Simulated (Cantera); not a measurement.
Charge: 1 mol SiHCl3, 0.51 mol CH4, 47 mol H2, equilibrated at 1300 Pa.

These are equilibrium values from Cantera (NASA tables, ideal gas, pure condensed phases), not measurements of a reactor. Candidate condensed phases: C, C6H6, C7H8, C8H18, Si, SiC; 109 gas species. The tables' values for SiCl are old estimates; treat these amounts as uncertain. Gases not in the tables: Si2H6 and higher silanes. The numbers say what is thermodynamically allowed, not how fast it happens. All values below are at 2323 K.

Base state: H2 0.838, H 0.0874, HCl 0.0503, Si 0.0133, Cl 0.00377, C2H2 (acetylene) 0.00286, SiC2 0.00140, Si2C 0.000970 (mole fractions); condensed: gas only.

### Question
What changes in the equilibrium state with this change: CH4 from 0.51 to 0.78 mol?

### Answer
```csv
species,before,after
H2,0.838,0.837
H,0.0874,0.0874
HCl,0.0503,0.0499
C2H2 (acetylene),0.00286,0.00405
Si,0.0133,0.0126
SiC2,0.00140,0.00189
C2H,1.43e-5,2.02e-5
Si2,4.07e-5,3.66e-5
SiCl2,0.000787,0.000734
"C(graphite), mol",0,0.0784
```
